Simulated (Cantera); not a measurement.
Charge: 1 mol SiO₂, 0.6 mol F₂, 38 mol H₂, equilibrated at 752 °C and 10.0 mbar.

Equilibrium computed with Cantera from the NASA thermochemical tables; the gas is ideal and each condensed phase is pure. Candidate condensed phases: H₂O, Si, SiO₂; 38 gas species. Kinetics and transport are ignored.

Base state: H₂ 0.970, HF 0.0252, H₂O 0.00299, SiF₄ 0.00149 (mole fractions); condensed: SiO₂(β-quartz).

Question: What changes in the equilibrium state with this change: F₂ from 0.6 to 7.2 mol?

Answer: 
```tsv
species	before	after
H₂	0.970	0.697
HF	0.0252	0.235
H₂O	0.00299	0.0452
SiF₄	0.00149	0.0226
SiO₂(β-quartz), mol	0.942	0
```

Question: What changes in the equilibrium state with this change: temperature from 752 °C to 502 °C?

Answer: 
```csv
species,before,after
H₂,0.970,0.972
HF,0.0252,0.0173
H₂O,0.00299,0.00697
SiF₄,0.00149,0.00349
"SiO₂(β-quartz), mol",0.942,0
"SiO₂(α-quartz), mol",0,0.866
```

Question: What changes in the equilibrium state with this change: temperature from 752 °C to 952 °C?

Answer: 
| species | before | after |
|---|---|---|
| H₂ | 0.970 | 0.970 |
| HF | 0.0252 | 0.0277 |
| H₂O | 0.00299 | 0.00170 |
| SiF₄ | 0.00149 | 0.000848 |
| SiO₂(β-quartz), mol | 0.942 | 0.967 |
The tables hold silica as quartz up to 1696 K and as liquid above; real silica turns to tridymite and cristobalite and melts near 1996 K.
